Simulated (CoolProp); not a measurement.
Propylene along the isobar 8780 kPa: Z from the reference equation and from simpler models built on Tc = 364.2 K, pc = 4555 kPa, ω = 0.146; each cubic takes its own stable root.

Model: reference Helmholtz-energy equation of state, Lemmon 2013, in CoolProp.

| T (K) | phase | reference |
|---|---|---|
| 295.1 | liquid | 0.2830 |
| 318.4 | liquid | 0.2807 |
| 341.7 | liquid | 0.2850 |
| 365.1 | supercritical | 0.3007 |
| 388.4 | supercritical | 0.3451 |
| 411.7 | supercritical | 0.4602 |
| 435 | supercritical | 0.5902 |
| 458.4 | supercritical | 0.6820 |
| 481.7 | supercritical | 0.7469 |
| 505 | supercritical | 0.7955 |
| 528.3 | supercritical | 0.8331 |
| 551.7 | supercritical | 0.8633 |
| 575 | supercritical | 0.8877 |

How far does each simpler model (van der Waals, Redlich-Kwong, Peng-Robinson) lie from the reference over these 13 states: mean and median of the absolute difference, and the worst?


- van der Waals: mean 20.3 %, median 8.5 %, worst +49.9 % at 295.1 K and 8780 kPa
- Redlich-Kwong: mean 5.7 %, median 2.2 %, worst +13.5 % at 365.1 K and 8780 kPa
- Peng-Robinson: mean 2.2 %, median 0.9 %, worst +6.4 % at 388.4 K and 8780 kPa
